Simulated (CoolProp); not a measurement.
The numbers come from the reference Helmholtz-energy equation of state, Gao 2022 in CoolProp.

**Question.** For n-perfluorohexane, give the phase and the density (kg/m³), Joule-Thomson coefficient (K/MPa), isothermal compressibility (1/MPa) at 450 K and 0.162 MPa; 450 K and 1.27 MPa.

**Answer.** 
- 450 K and 0.162 MPa: gas; density 15.1, Joule-Thomson coefficient 8.16, isothermal compressibility 6.39
- 450 K and 1.27 MPa: gas; density 170, Joule-Thomson coefficient 15.0, isothermal compressibility 1.33
